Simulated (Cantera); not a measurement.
A perfectly stirred reactor is fed with C2H6 : N2 = 1 : 57 (molar parts), at 0.132 atm; it is held at 1848 K, and followed from long to short residence time.

Cantera simulation using GRI-Mech 3.0 (53 species, 325 reactions); the numbers are that mechanism's predictions, not measurements. GRI-Mech 3.0 stops at C3 and has no aromatics, soot or wall deposition, so with more carbon than oxygen in the feed, carbon stays in small species such as C2H2 where larger ones or solid carbon would form.

```json
[
 {"quantity": "x(C2H6) at τ = 0.350 s", "before": "2.33e-6", "after": "4.87e-6"},
 {"quantity": "x(C2H2) at τ = 0.350 s", "before": "0.0160", "after": "0.0159"},
 {"quantity": "x(CH2) at τ = 0.350 s", "before": "2.04e-6", "after": "4.97e-6"},
 {"quantity": "x(CH4) at τ = 0.350 s", "before": "0.000668", "after": "0.000699"},
 {"quantity": "x(HCN) at τ = 0.350 s", "before": "0.000512", "after": "0.000581"},
 {"quantity": "x(C2H6) at τ = 12.0 ms", "before": "5.64e-5", "after": "0.000125"},
 {"quantity": "x(C2H2) at τ = 12.0 ms", "before": "0.0149", "after": "0.0140"},
 {"quantity": "x(CH2) at τ = 12.0 ms", "before": "1.15e-5", "after": "2.34e-5"},
 {"quantity": "x(CH4) at τ = 12.0 ms", "before": "0.00193", "after": "0.00227"},
 {"quantity": "x(HCN) at τ = 12.0 ms", "before": "0.000149", "after": "0.000125"}
]
```

Question: Name the change that produced these shifts.
A. temperature 1848 to 1875 K
B. C2H6 1 to 0.3 parts
C. pressure from 0.132 atm to 0.0385 atm
D. temperature 1848 to 1575 K

Answer: C, pressure from 0.132 atm to 0.0385 atm
